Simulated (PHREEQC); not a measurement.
Dissolve 1.9 mmol/kgw FeCl3, 0.078 mmol/kgw MgSO4 and 0.14 mmol/kgw NaCl at 25 °C. Closed to the air; pH follows from the charge balance.

Equilibrium calculation in PHREEQC: ion-association model, phreeqc.dat.

This is a speciation only: nothing precipitates in the calculation.

Task: Predict the pH, ionic strength.

Result: pH 2.83; ionic strength 0.00872 mol/kgw.

Task: In which forms is S present?

Result: FeSO4+ 56 %, SO4-2 39 %, HSO4- 4.3 % of the S.

Examples of supersaturated solids here: Hematite (slow to form), Goethite (slow to form). Others may be too.
